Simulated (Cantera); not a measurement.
**Low-pressure radical oxidation in H2/O2**

An isothermal, constant-pressure homogeneous reactor starts with H2 : O2 = 0.02 : 1 (molar parts), equivalence ratio 0.010, at 1323 K and 1600 Pa.

Computed with Cantera and GRI-Mech 3.0 (53 species, 325 reactions). Radical loss at walls, strong at low pressure, is not modelled.

| t (s) | x H2 | x O2 | x O | x H2O | x H2O2 |
|---|---|---|---|---|---|
| 2.00e-6 | 0.0196 | 0.980 | 1.58e-11 | <1e-12 | <1e-12 |
| 7.67e-6 | 0.0196 | 0.980 | 2.13e-10 | 4.83e-12 | <1e-12 |
| 2.94e-5 | 0.0196 | 0.980 | 2.35e-9 | 2.14e-10 | <1e-12 |
| 0.000113 | 0.0196 | 0.980 | 1.96e-8 | 6.85e-9 | 5.58e-12 |
| 0.000434 | 0.0196 | 0.980 | 2.77e-7 | 2.56e-7 | 7.87e-11 |
| 0.00166 | 0.0191 | 0.980 | 0.000327 | 0.000388 | 1.84e-9 |
| 0.00638 | 0.000146 | 0.963 | 0.0158 | 0.0179 | 3.21e-8 |
| 0.0245 | 0.000125 | 0.965 | 0.0135 | 0.0181 | 3.12e-8 |
| 0.0940 | 7.54e-5 | 0.971 | 0.00794 | 0.0187 | 2.78e-8 |
| 0.361 | 2.08e-5 | 0.978 | 0.00213 | 0.0193 | 1.79e-8 |
| 1.38 | 2.68e-6 | 0.980 | 0.000272 | 0.0197 | 6.28e-9 |
| 5.31 | 3.00e-7 | 0.980 | 3.04e-5 | 0.0198 | 1.38e-9 |
| 20.4 | 4.68e-8 | 0.980 | 4.75e-6 | 0.0198 | 3.04e-10 |
| 78.2 | 2.10e-8 | 0.980 | 2.13e-6 | 0.0198 | 1.64e-10 |
| 300 | 2.06e-8 | 0.980 | 2.10e-6 | 0.0198 | 1.62e-10 |
x: mole fraction; the columns are a selection and need not sum to one.

Equilibrium at this temperature and pressure: H2 2.06e-8, O2 0.980, O 2.10e-6, H2O 0.0198, H2O2 1.62e-10 (gas phase only).
